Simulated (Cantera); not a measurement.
Charge: 1 mol KCl, 0.74 mol H₂, held at 1625 K and 7.50 Torr.

Method: chemical equilibrium by Gibbs-energy minimisation in Cantera with the NASA 1993 tables (ideal gas, pure condensed phases). Candidate condensed phases: K, KCl; 10 gas species. Equilibrium is a limit: real reactors are often held back by kinetics, nucleation or transport.

Q: What is the equilibrium state?

A: 
- x(KCl): 0.559
- x(H₂): 0.419
- x(K): 0.00928
- x(HCl): 0.00927
- x(K₂Cl₂): 0.00220
- x(H): 0.000457
- x(Cl): 7.96e-6
- x(KH): 1.54e-6
- gas amount: 1.745 mol
- log10 activity of K(l) (absent): -5.42
